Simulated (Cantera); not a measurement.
Input: 1 mol AlCl3, 22 mol NH3, 3.1 mol N2, 0.31 mol O2, held at 698.15 K and 75.0 Torr.

Cantera equilibrium calculation (NASA polynomials, part measured and part estimated; ideal gas, pure solids and liquids). Candidate condensed phases: Al, AlCl3, AlN, Al2O3, H2O, NH4Cl; 45 gas species. Condensed phases not in the tables: AlOCl. The numbers say what is thermodynamically allowed, not how fast it happens.

Base state: H2 0.656, N2 0.287, HCl 0.0537, AlCl3 0.00275, NH3 0.000273, Al2Cl6 3.46e-5 (mole fractions); condensed: AlN(s) + Al2O3(s).

What changes in the equilibrium state with this change: temperature from 698.15 K to 2073 K?


```
species        before     after
-------------  ------  --------
H2              0.656     0.645
N2              0.287     0.287
HCl            0.0537    0.0474
AlCl            <1e-9    0.0118
H               <1e-9   0.00668
H2O             <1e-9  0.000948
AlCl2           <1e-9  0.000702
AlN(s), mol     0.451         0
Al2O3(s), mol   0.207     0.190
```
The tables' values for AlCl2, AlOH are old estimates; treat these amounts as uncertain.
